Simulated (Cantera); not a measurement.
Source: NASA polynomial tables (part measured, part estimated), evaluated in Cantera. Values are per mole of reaction as written; species without (g) are pure solids or liquids, kept so even where they would boil at 1 bar.

### Question
Between 300 and 2348 K, where is each reaction favourable under standard conditions?
- O₃(g) + 6 CuF₂ = 3 Cu₂O + 12 F(g)
- O₂(g) + 4 CuF₂(g) = 8 F(g) + 2 Cu₂O

### Answer
- O₃(g) + 6 CuF₂ = 3 Cu₂O + 12 F(g): ΔG° is 3089 kJ at 300 K and 488 kJ at 2348 K; it stays positive (K < 1). ΔH° is 3190 kJ and ΔS° 1151 J/K at 2348 K.
- O₂(g) + 4 CuF₂(g) = 8 F(g) + 2 Cu₂O: ΔG° is 1307 kJ at 300 K and 649 kJ at 2348 K; it stays positive (K < 1). ΔH° is 1662 kJ and ΔS° 432 J/K at 2348 K.
